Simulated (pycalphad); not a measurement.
An equivalent pycalphad script:

```python
from pycalphad import Database, equilibrium, calculate, variables as v
import numpy as np
db = Database('COST507.tdb')
comps = ['SI', 'AL', 'VA']
phases = ['DIAMOND_A4', 'FCC_A1', 'LIQUID']
eq = equilibrium(db, comps, phases, {v.X('AL'): 0.64, v.T: np.arange(2350, 499, -50), v.P: 101325, v.N: 1}, output=['HM', 'SM'])
```

CALPHAD calculation (pycalphad, COST 507 light-alloy database (1999)), 1 atm. The database dates from 1999; later assessments differ in places, in temperatures and in the compounds included. Phase fractions are per mole of atoms.

Results at three of the temperatures:

```
T = 1950.00 K, P = 101325 Pa, N = 1 mol of atoms
G = -126427 J/mol, H = 69938 J/mol, S = 100.70 J/(mol K)  (SER reference)
chemical potentials (J/mol): Si -115159, Al -132765
phase             fraction      x(Si)      x(Al)
LIQUID              1.0000     0.3600     0.6400
```

```
T = 1600.00 K, P = 101325 Pa, N = 1 mol of atoms
G = -92190 J/mol, H = 59396 J/mol, S = 94.74 J/(mol K)  (SER reference)
chemical potentials (J/mol): Si -79409, Al -99380
phase             fraction      x(Si)      x(Al)
LIQUID              1.0000     0.3600     0.6400
```

```
T = 600.00 K, P = 101325 Pa, N = 1 mol of atoms
G = -17782 J/mol, H = 7568 J/mol, S = 42.25 J/(mol K)  (SER reference)
chemical potentials (J/mol): Si -13847, Al -19995
phase             fraction      x(Si)      x(Al)
FCC_A1              0.6406   0.000894     0.9991
DIAMOND_A4          0.3594     1.0000   1.14e-09
```

Changes of the phase set, refined by bisection:

```csv
T (°C),phases above,phases below
906.0,liquid,diamond (Si) + liquid
577.0,diamond (Si) + liquid,diamond (Si) + fcc
```

FCC_A1 is fcc; DIAMOND_A4 is diamond (Si).
